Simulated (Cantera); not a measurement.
Charge: 1 mol SiH2Cl2, 0.36 mol Cl2, a varied amount of N2, equilibrated at 1350 K and 21.8 Torr.

These are equilibrium values from Cantera (NASA tables, ideal gas, pure condensed phases), not measurements of a reactor. Candidate condensed phases: NH4Cl, Si, Si3N4; 28 gas species. N2 is the only nitrogen source here; it is nearly inert below about 1500 K, so the nitride shown seldom forms there in practice. The tables' values for SiCl3 are old estimates; treat these amounts as uncertain. The numbers say what is thermodynamically allowed, not how fast it happens.

log p: log10 of the partial pressure in bar; n: condensed amount in mol.

| n(N2) (mol) | log p N2 | log p HCl | log p SiCl4 | log p H2 | n Si3N4(s) |
|---|---|---|---|---|---|
| 33 | -1.57 | -2.87 | -3.77 | ? | 0.227 |
| 57 | -1.55 | -3.08 | -4.05 | ? | 0.229 |
| 80 | -1.55 | -3.22 | -4.23 | ? | 0.230 |
| 100 | -1.55 | -3.31 | -4.34 | ? | 0.230 |
| 130 | -1.54 | -3.42 | -4.49 | ? | 0.230 |
| 150 | -1.54 | -3.47 | -4.56 | ? | 0.230 |
| 180 | -1.54 | -3.55 | -4.66 | ? | 0.230 |
| 200 | -1.54 | -3.59 | -4.72 | -4.79 | 0.229 |
| 220 | -1.54 | -3.63 | -4.78 | -4.84 | 0.229 |
| 250 | -1.54 | -3.69 | -4.85 | -4.91 | 0.229 |
| 270 | -1.54 | -3.72 | -4.89 | -4.96 | 0.229 |
| 290 | -1.54 | -3.75 | -4.93 | -5.00 | 0.228 |

Task: Some entries are withheld; supply them.

Result: 
- 33, log p H2: -3.81
- 57, log p H2: -4.10
- 80, log p H2: -4.29
- 100, log p H2: -4.41
- 130, log p H2: -4.55
- 150, log p H2: -4.63
- 180, log p H2: -4.73
